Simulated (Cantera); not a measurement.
Charge: 1 mol CuO, 1.2 mol C, 0.51 mol CO, 2.6 mol CH4, equilibrated at 2623 K and 6.00 mbar.

Cantera equilibrium calculation (NASA polynomials, part measured and part estimated; ideal gas, pure solids and liquids). Candidate condensed phases: C, C6H6, C7H8, C8H18, Cu, CuO, Cu(OH)2, Cu2O, H2O; 113 gas species. Kinetics and transport are ignored.

Base state: H2 0.384, H 0.337, CO 0.163, Cu 0.108, C2H2 (acetylene) 0.00681, C2H 0.000550, C3 0.000512, C 0.000139 (mole fractions); condensed: C(graphite).

Problem. What changes in the equilibrium state with this change: CuO replaced by SiO2?

Solution. 
```tsv
species	before	after
H2	0.384	0.339
H	0.337	0.316
CO	0.163	0.242
Cu	0.108	0
Si	0	0.0677
SiC2	0	0.0246
Si2C	0	0.00147
SiO	0	0.000758
SiH	0	0.000674
Si2	0	7.64e-5
SiC	0	5.61e-5
C(graphite), mol	2.64	1.13
```
Gases not in the tables: Si2H6 and higher silanes. Further candidate phases: Si, SiC, SiO2.
